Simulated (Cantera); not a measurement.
Mixture: CH4 : C2H6 : O2 : N2 : CO2 = 1 : 0.11 : 1.32 : 4.98 : 0.45 (molar parts), equivalence ratio 1.8, at 5.00 bar, adiabatic and at constant pressure. Ignition delay is the time to a rise of 400 K.

Computed with Cantera and GRI-Mech 3.0 (53 species, 325 reactions).

What does this change do: constant volume in place of constant pressure?


```tsv
quantity	before	after
delay at 1050 K	12.7 ms	12.1 ms
delay at 1200 K	1.85 ms	1.72 ms
delay at 1350 K	0.448 ms	0.406 ms
delay at 1500 K	0.121 ms	0.106 ms
delay at 1650 K	36.0 µs	31.0 µs
apparent activation energy between 1575 and 1725 K	170 kJ/mol	170 kJ/mol
```
